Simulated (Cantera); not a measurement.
An isothermal, constant-pressure homogeneous reactor starts with N2O : H2O = 1 : 0.0063 (molar parts), at 1125 K and 0.0642 atm.

Model: GRI-Mech 3.0 (53 species, 325 reactions), integrated in Cantera. GRI-Mech 3.0 was tuned for natural gas; its chemistry of N2O as a main component is partial and can be far from experiment. The mechanism lacks the step 2 NO + O2 → 2 NO2, which can matter for NO2 below about 1400 K. The temperature is held fixed by assumption; the heat of reaction is taken as removed at once.

**Question.** Predict: x(N2O) at 10.0 s; x(H2O) at 10.0 s; x(NO) at 10.0 s; x(HO2) at 10.0 s.

**Answer.** 
* **x(N2O) at 10.0 s**: 0.871 (gas-phase equilibrium 2.12e-9)
* **x(H2O) at 10.0 s**: 0.00600 (gas-phase equilibrium 0.00418)
* **x(NO) at 10.0 s**: 0.00560 (gas-phase equilibrium 0.000123)
* **x(HO2) at 10.0 s**: 6.34e-8 (gas-phase equilibrium 8.02e-10)
